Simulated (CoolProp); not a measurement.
Vapour-liquid equilibrium of R152A (1) + isobutene (2) at 350.3 K; x and y are mole fractions of (1).

Values from CoolProp's multi-fluid Helmholtz-energy mixture model, Outcalt 1996 and Lemmon 2005; pair parameters Bell 2016.

```json
[
 {"x": "0.05", "bubble pressure, mixture model (bar)": "12.81", "bubble pressure, Raoult's law (bar)": "12.05", "y, mixture model": "0.119", "y, Raoult's law": "0.092"},
 {"x": "0.15", "bubble pressure, mixture model (bar)": "14.99", "bubble pressure, Raoult's law (bar)": "13.10", "y, mixture model": "0.286", "y, Raoult's law": "0.252"},
 {"x": "0.25", "bubble pressure, mixture model (bar)": "16.73", "bubble pressure, Raoult's law (bar)": "14.15", "y, mixture model": "0.401", "y, Raoult's law": "0.389"},
 {"x": "0.35", "bubble pressure, mixture model (bar)": "18.15", "bubble pressure, Raoult's law (bar)": "15.21", "y, mixture model": "0.491", "y, Raoult's law": "0.508"},
 {"x": "0.45", "bubble pressure, mixture model (bar)": "19.33", "bubble pressure, Raoult's law (bar)": "16.26", "y, mixture model": "0.567", "y, Raoult's law": "0.610"},
 {"x": "0.55", "bubble pressure, mixture model (bar)": "20.29", "bubble pressure, Raoult's law (bar)": "17.31", "y, mixture model": "0.638", "y, Raoult's law": "0.701"},
 {"x": "0.65", "bubble pressure, mixture model (bar)": "21.07", "bubble pressure, Raoult's law (bar)": "18.36", "y, mixture model": "0.708", "y, Raoult's law": "0.780"},
 {"x": "0.75", "bubble pressure, mixture model (bar)": "21.66", "bubble pressure, Raoult's law (bar)": "19.42", "y, mixture model": "0.781", "y, Raoult's law": "0.852"},
 {"x": "0.85", "bubble pressure, mixture model (bar)": "22.02", "bubble pressure, Raoult's law (bar)": "20.47", "y, mixture model": "0.860", "y, Raoult's law": "0.916"},
 {"x": "0.95", "bubble pressure, mixture model (bar)": "22.12", "bubble pressure, Raoult's law (bar)": "21.52", "y, mixture model": "0.949", "y, Raoult's law": "0.973"}
]
```

The largest gap from Raoult's law is +19.3 % in bubble pressure, at x = 0.35. y crosses x between x = 0.85 and 0.95: the model has an azeotrope there.

Pair parameters are fitted to limited data, so mixtures are less certain than the pure fluids.
